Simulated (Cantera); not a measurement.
**Premixed flame**

A freely propagating, adiabatic, planar premixed flame of 14.3 % CO, 5.29 % H2, 2.86 % CH4, 16.3 % O2, 61.3 % N2, equivalence ratio 0.95, unburnt at 600 K and 380000 Pa; unity-Lewis-number transport, grid criteria slope 0.08 and curve 0.16, no radiation.

Detailed kinetics in Cantera: GRI-Mech 3.0 (53 species, 325 reactions). Unity Lewis numbers drop preferential diffusion, which matters most where H2 and H carry the flame. Burning velocities carry a grid error of a few per cent, more on coarse grids.

| z (mm) | T (K) | u (m/s) | x CO | x H2 | x CH4 | x C2H6 | x CH2 | x HCN |
|---|---|---|---|---|---|---|---|---|
| -0.290 | 600 | 1.39 | 0.143 | 0.0529 | 0.0286 | <1e-8 | <1e-8 | <1e-8 |
| -0.194 | 601 | 1.39 | 0.143 | 0.0528 | 0.0285 | 1.03e-7 | <1e-8 | <1e-8 |
| -0.145 | 604 | 1.40 | 0.143 | 0.0527 | 0.0285 | 4.28e-7 | <1e-8 | <1e-8 |
| -0.0968 | 624 | 1.44 | 0.142 | 0.0521 | 0.0280 | 2.57e-6 | <1e-8 | <1e-8 |
| -0.0484 | 804 | 1.85 | 0.139 | 0.0467 | 0.0239 | 2.16e-5 | <1e-8 | 3.52e-8 |
| -0.0242 | 1141 | 2.60 | 0.132 | 0.0356 | 0.0154 | 4.23e-5 | 8.99e-7 | 1.00e-7 |
| 0 | 1582 | 3.57 | 0.116 | 0.0183 | 0.00349 | 6.37e-6 | 8.94e-6 | 2.14e-7 |
| 0.0242 | 1821 | 4.06 | 0.0936 | 0.00906 | 0.000158 | 2.01e-8 | 1.38e-6 | 1.44e-7 |
| 0.0484 | 1947 | 4.30 | 0.0765 | 0.00812 | 3.86e-6 | <1e-8 | 5.78e-8 | 4.23e-8 |
| 0.0968 | 2094 | 4.58 | 0.0598 | 0.00777 | <1e-8 | <1e-8 | <1e-8 | <1e-8 |
| 0.194 | 2235 | 4.83 | 0.0475 | 0.00618 | <1e-8 | <1e-8 | <1e-8 | <1e-8 |
| 0.387 | 2347 | 5.03 | 0.0372 | 0.00452 | <1e-8 | <1e-8 | <1e-8 | <1e-8 |
| 0.774 | 2429 | 5.18 | 0.0289 | 0.00333 | <1e-8 | <1e-8 | <1e-8 | <1e-8 |
x: mole fraction of selected species; z is measured from the peak of heat release.

```
Property                      Value
------------------------  ---------
laminar burning velocity   139 cm/s
thermal thickness         0.0968 mm
peak x(C2H6)                4.24e-5
peak x(CH2)                 8.98e-6
peak x(HCN)                 2.23e-7
grid points                     137
```
